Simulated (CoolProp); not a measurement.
Vapour-liquid equilibrium of n-pentane (1) + benzene (2) at 0.273 MPa; x and y are mole fractions of (1).

The numbers come from the multi-fluid Helmholtz-energy mixture model, Thol 2019 and Thol 2012; pair parameters Bell 2016 in CoolProp.

```json
[
 {"x": "0.05", "bubble temperature, mixture model (K)": "382.8", "bubble temperature, Raoult's law (K)": "385.2", "y, mixture model": "0.182", "y, Raoult's law": "0.141"},
 {"x": "0.125", "bubble temperature, mixture model (K)": "375.1", "bubble temperature, Raoult's law (K)": "379.7", "y, mixture model": "0.370", "y, Raoult's law": "0.314"},
 {"x": "0.2", "bubble temperature, mixture model (K)": "369.2", "bubble temperature, Raoult's law (K)": "374.7", "y, mixture model": "0.497", "y, Raoult's law": "0.450"},
 {"x": "0.275", "bubble temperature, mixture model (K)": "[?]", "bubble temperature, Raoult's law (K)": "370.2", "y, mixture model": "0.589", "y, Raoult's law": "0.559"},
 {"x": "0.35", "bubble temperature, mixture model (K)": "[?]", "bubble temperature, Raoult's law (K)": "366.1", "y, mixture model": "0.659", "y, Raoult's law": "0.647"},
 {"x": "0.425", "bubble temperature, mixture model (K)": "357.7", "bubble temperature, Raoult's law (K)": "362.4", "y, mixture model": "0.715", "y, Raoult's law": "0.719"},
 {"x": "0.5", "bubble temperature, mixture model (K)": "355.0", "bubble temperature, Raoult's law (K)": "359.0", "y, mixture model": "0.762", "y, Raoult's law": "0.779"},
 {"x": "0.575", "bubble temperature, mixture model (K)": "352.6", "bubble temperature, Raoult's law (K)": "355.8", "y, mixture model": "0.804", "y, Raoult's law": "0.829"},
 {"x": "0.65", "bubble temperature, mixture model (K)": "350.4", "bubble temperature, Raoult's law (K)": "352.9", "y, mixture model": "[?]", "y, Raoult's law": "0.871"},
 {"x": "0.725", "bubble temperature, mixture model (K)": "348.4", "bubble temperature, Raoult's law (K)": "350.2", "y, mixture model": "0.877", "y, Raoult's law": "0.907"},
 {"x": "0.8", "bubble temperature, mixture model (K)": "346.5", "bubble temperature, Raoult's law (K)": "347.7", "y, mixture model": "0.911", "y, Raoult's law": "0.938"},
 {"x": "0.875", "bubble temperature, mixture model (K)": "344.6", "bubble temperature, Raoult's law (K)": "345.3", "y, mixture model": "0.944", "y, Raoult's law": "0.964"},
 {"x": "0.95", "bubble temperature, mixture model (K)": "342.9", "bubble temperature, Raoult's law (K)": "343.1", "y, mixture model": "0.978", "y, Raoult's law": "0.987"}
]
```

Q: Some entries are withheld; supply them.

A: 
- 0.275, bubble temperature, mixture model (K): 364.6
- 0.35, bubble temperature, mixture model (K): 360.9
- 0.65, y, mixture model: 0.841

The largest gap from Raoult's law is -5.6 K in bubble temperature, at x = 0.275. No azeotrope shows between x = 0.05 and 0.95.

Pair parameters are fitted to limited data, so mixtures are less certain than the pure fluids.
